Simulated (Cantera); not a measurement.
A freely propagating, adiabatic, planar premixed flame of CH₄ : O₂ : N₂ : H₂O = 1 : 1.54 : 5.78 : 0.29 (molar parts), unburnt at 500 K and 13300 Pa; mixture-averaged transport, grid criteria slope 0.08 and curve 0.16, no radiation.

Detailed kinetics in Cantera: GRI-Mech 3.0 (53 species, 325 reactions). Burning velocities carry a grid error of a few per cent, more on coarse grids.

x: mole fraction of selected species; z is measured from the peak of heat release.

```json
[
 {"z (mm)": "-7.34", "T (K)": "500", "u (m/s)": "0.998", "x CH₄": "0.116", "x O₂": "0.179", "x H₂O": "0.0336", "x CH₂": "<1e-8", "x H": "<1e-8", "x NO": "<1e-8"},
 {"z (mm)": "-4.89", "T (K)": "502", "u (m/s)": "1.00", "x CH₄": "0.115", "x O₂": "0.178", "x H₂O": "0.0337", "x CH₂": "<1e-8", "x H": "<1e-8", "x NO": "<1e-8"},
 {"z (mm)": "-3.67", "T (K)": "510", "u (m/s)": "1.03", "x CH₄": "0.114", "x O₂": "0.176", "x H₂O": "0.0345", "x CH₂": "<1e-8", "x H": "2.47e-7", "x NO": "(withheld)"},
 {"z (mm)": "-2.45", "T (K)": "587", "u (m/s)": "1.20", "x CH₄": "0.108", "x O₂": "0.170", "x H₂O": "0.0425", "x CH₂": "<1e-8", "x H": "1.52e-5", "x NO": "(withheld)"},
 {"z (mm)": "-1.22", "T (K)": "1023", "u (m/s)": "2.13", "x CH₄": "0.0741", "x O₂": "0.134", "x H₂O": "0.0867", "x CH₂": "7.23e-7", "x H": "0.000365", "x NO": "(withheld)"},
 {"z (mm)": "-0.612", "T (K)": "1413", "u (m/s)": "2.99", "x CH₄": "0.0399", "x O₂": "0.0912", "x H₂O": "0.129", "x CH₂": "1.79e-5", "x H": "0.00156", "x NO": "(withheld)"},
 {"z (mm)": "0", "T (K)": "1752", "u (m/s)": "3.75", "x CH₄": "0.0109", "x O₂": "0.0456", "x H₂O": "0.168", "x CH₂": "8.20e-5", "x H": "0.00513", "x NO": "(withheld)"},
 {"z (mm)": "0.612", "T (K)": "1911", "u (m/s)": "4.10", "x CH₄": "0.00134", "x O₂": "0.0184", "x H₂O": "0.189", "x CH₂": "4.97e-5", "x H": "0.00981", "x NO": "(withheld)"},
 {"z (mm)": "1.22", "T (K)": "1951", "u (m/s)": "4.18", "x CH₄": "0.000102", "x O₂": "0.00788", "x H₂O": "0.196", "x CH₂": "7.55e-6", "x H": "0.0129", "x NO": "(withheld)"},
 {"z (mm)": "2.45", "T (K)": "1967", "u (m/s)": "4.20", "x CH₄": "5.61e-7", "x O₂": "0.00325", "x H₂O": "0.196", "x CH₂": "7.38e-8", "x H": "0.0146", "x NO": "(withheld)"},
 {"z (mm)": "4.89", "T (K)": "1978", "u (m/s)": "4.21", "x CH₄": "<1e-8", "x O₂": "0.00246", "x H₂O": "0.194", "x CH₂": "<1e-8", "x H": "0.0145", "x NO": "4.49e-5"},
 {"z (mm)": "9.79", "T (K)": "1991", "u (m/s)": "4.24", "x CH₄": "<1e-8", "x O₂": "0.00219", "x H₂O": "0.195", "x CH₂": "<1e-8", "x H": "0.0136", "x NO": "4.70e-5"},
 {"z (mm)": "19.6", "T (K)": "2011", "u (m/s)": "4.27", "x CH₄": "<1e-8", "x O₂": "0.00182", "x H₂O": "0.196", "x CH₂": "<1e-8", "x H": "0.0120", "x NO": "4.94e-5"}
]
```

**Question.** Complete the blanks.

**Answer.** 
- -3.67, x NO: 1.94e-8
- -2.45, x NO: 2.75e-7
- -1.22, x NO: 2.69e-6
- -0.612, x NO: 6.19e-6
- 0, x NO: 1.26e-5
- 0.612, x NO: 2.22e-5
- 1.22, x NO: 3.11e-5
- 2.45, x NO: 4.01e-5
